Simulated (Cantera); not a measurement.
An isothermal, constant-pressure homogeneous reactor starts with 2.63 % CH4, 97.4 % N2, at 1750 K and 48.0 Torr.

Cantera simulation using GRI-Mech 3.0 (53 species, 325 reactions); the numbers are that mechanism's predictions, not measurements. GRI-Mech 3.0 stops at C3 and has no aromatics, soot or wall deposition, so with more carbon than oxygen in the feed, carbon stays in small species such as C2H2 where larger ones or solid carbon would form.

x: mole fraction; the columns are a selection and need not sum to one.

```tsv
t (s)	x CH4	x H	x C2H4	x CH3	x H2	x HCN	x C2H6
5.00e-6	0.0263	1.61e-7	<1e-12	2.12e-7	2.56e-8	<1e-12	<1e-12
1.99e-5	0.0263	4.31e-7	<1e-12	1.05e-6	3.12e-7	<1e-12	<1e-12
7.92e-5	0.0263	6.10e-7	1.48e-10	5.30e-6	2.35e-6	<1e-12	5.00e-11
0.000315	0.0263	6.19e-7	1.48e-8	2.29e-5	1.12e-5	<1e-12	?
0.00126	0.0262	7.04e-7	1.04e-6	9.25e-5	4.82e-5	9.58e-12	?
0.00500	0.0258	2.13e-6	6.10e-5	0.000358	0.000322	5.17e-10	?
0.0199	0.0202	2.48e-5	0.00128	0.000861	0.00679	1.21e-7	?
0.0792	0.00668	8.06e-5	0.000179	0.000362	0.0281	2.53e-6	?
0.315	0.00117	0.000135	7.92e-6	8.62e-5	0.0366	9.94e-6	?
1.26	0.000169	0.000171	1.22e-6	1.53e-5	0.0381	2.14e-5	?
5.00	3.03e-5	0.000180	1.05e-6	2.88e-6	0.0383	3.30e-5	1.38e-10
```

### Question
Fill in the missing entries.

### Answer

- 0.000315, x C2H6: 3.29e-9
- 0.00126, x C2H6: 1.24e-7
- 0.00500, x C2H6: 2.56e-6
- 0.0199, x C2H6: 1.57e-5
- 0.0792, x C2H6: 2.57e-6
- 0.315, x C2H6: 1.33e-7
- 1.26, x C2H6: 3.95e-9
